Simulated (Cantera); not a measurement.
## Stirred combustor or abatement burner

A perfectly stirred reactor is fed with 25.7 % CO, 1.59 % H2, 4.63 % CH4, 14.3 % O2, 53.7 % N2, at 0.760 bar; it is adiabatic with a 350 K inlet, and is followed from long to short residence time, starting on the burning branch (τ in s: 0.23, 0.091, 0.036, 0.014, 0.0057, 0.0022, 0.00089, 0.00035, 0.00014, 5.5e-05, 2.2e-05, 8.7e-06).

Model: GRI-Mech 3.0 (53 species, 325 reactions), integrated in Cantera.

| τ (s) | T (K) | x CO | x H2 | x CH4 | x O2 | x C2H2 |
|---|---|---|---|---|---|---|
| 0.23 | 2161 | 0.162 | 0.0188 | 2.25e-6 | 0.000202 | 2.55e-9 |
| 0.091 | 2149 | 0.162 | 0.0189 | 3.36e-6 | 0.000401 | 3.64e-9 |
| 0.036 | 2130 | 0.163 | 0.0189 | 5.16e-6 | 0.000809 | 4.82e-9 |
| 0.014 | 2098 | 0.163 | 0.0192 | 8.46e-6 | 0.00160 | 6.36e-9 |
| 0.0057 | 2051 | 0.164 | 0.0196 | 1.44e-5 | 0.00289 | 8.69e-9 |
| 0.0022 | 1979 | 0.166 | 0.0202 | 2.76e-5 | 0.00493 | 1.37e-8 |
| 0.00089 | 1891 | 0.168 | 0.0208 | 5.64e-5 | 0.00749 | 2.54e-8 |
| 0.00035 | 1784 | 0.171 | 0.0211 | 0.000134 | 0.0110 | 6.01e-8 |
| 0.00014 | 1663 | 0.180 | 0.0207 | 0.000384 | 0.0170 | 1.76e-7 |
| 5.5e-5 | 350 | 0.257 | 0.0159 | 0.0463 | 0.143 | <1e-12 |
| 2.2e-5 | 350 | 0.257 | 0.0159 | 0.0463 | 0.143 | <1e-12 |
| 8.7e-6 | 350 | 0.257 | 0.0159 | 0.0463 | 0.143 | <1e-12 |
x: mole fraction; the columns are a selection and need not sum to one.
